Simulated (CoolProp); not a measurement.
Saturation properties of R236EA (Tc = 139.3 °C, pc = 34.14 bar, ω = 0.368).

Values from CoolProp's reference Helmholtz-energy equation of state, Rui 2013.

```json
[
 {"T (°C)": "-7.55", "p (bar)": "0.5593", "liquid cp (kJ/(kg K))": "1.221", "vapour viscosity (µPa s)": "9.68"},
 {"T (°C)": "1.15", "p (bar)": "0.8221", "liquid cp (kJ/(kg K))": "1.229", "vapour viscosity (µPa s)": "9.99"},
 {"T (°C)": "9.85", "p (bar)": "1.174", "liquid cp (kJ/(kg K))": "1.238", "vapour viscosity (µPa s)": "10.3"},
 {"T (°C)": "18.55", "p (bar)": "1.635", "liquid cp (kJ/(kg K))": "1.249", "vapour viscosity (µPa s)": "10.6"},
 {"T (°C)": "27.25", "p (bar)": "2.226", "liquid cp (kJ/(kg K))": "1.262", "vapour viscosity (µPa s)": "10.9"},
 {"T (°C)": "35.95", "p (bar)": "2.969", "liquid cp (kJ/(kg K))": "1.278", "vapour viscosity (µPa s)": "11.2"},
 {"T (°C)": "44.65", "p (bar)": "3.890", "liquid cp (kJ/(kg K))": "1.296", "vapour viscosity (µPa s)": "11.5"},
 {"T (°C)": "53.35", "p (bar)": "5.014", "liquid cp (kJ/(kg K))": "1.317", "vapour viscosity (µPa s)": "11.8"},
 {"T (°C)": "62.05", "p (bar)": "6.368", "liquid cp (kJ/(kg K))": "1.342", "vapour viscosity (µPa s)": "12.2"}
]
```

It boils at 6.2 °C under 1 atm.

Viscosity comes from a separate model (Huber 2003), an estimate that may be off by 10 % or more.
